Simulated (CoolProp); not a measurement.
n-decane along the isobar 29.8 bar: density (kg/m³) from the reference equation and from simpler models built on Tc = 617.7 K, pc = 21.01 bar, ω = 0.488; each cubic takes its own stable root.

Model: reference Helmholtz-energy equation of state, Lemmon 2006, in CoolProp. It is a short technical equation, of lower accuracy than the large ones.

```
T (K)          phase  reference  Redlich-Kwong  Peng-Robinson
-----  -------------  ---------  -------------  -------------
530.8         liquid      528.8          412.3          498.3
540.7         liquid      517.3          402.1          485.0
550.6         liquid      505.1          391.3          470.8
560.5         liquid      492.1          379.9          455.4
570.4         liquid      478.1          367.9          438.7
580.4         liquid      462.7          355.0          420.2
590.3         liquid      445.9          341.3          400.0
600.2         liquid      427.0          326.4          377.2
610.1         liquid      405.1          310.0          351.3
620    supercritical      378.7          291.7          320.7
```
